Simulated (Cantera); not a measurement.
A closed system holds: 1 mol HMDSO, 24 mol NO, a varied amount of H2, at 1398.15 K and 0.0400 bar.

Cantera equilibrium calculation (NASA polynomials, part measured and part estimated; ideal gas, pure solids and liquids). Candidate condensed phases: C, C6H6, C7H8, C8H18, H2O, Si, SiC, SiO2, Si2N2O, Si3N4; 151 gas species. The feed counts by its element totals alone. The tables hold silica as quartz up to 1696 K and as liquid above; real silica turns to tridymite and cristobalite and melts near 1996 K. Gases not in the tables: Si(OH)4. Kinetics and transport are ignored.

Task: At 4.7 mol H2, list the 5 most abundant gas species with their mole fractions, and the condensed phases.

Result: N2 0.379, H2O 0.349, CO2 0.125, H2 0.0836, CO 0.0647. Condensed: SiO2(β-quartz).
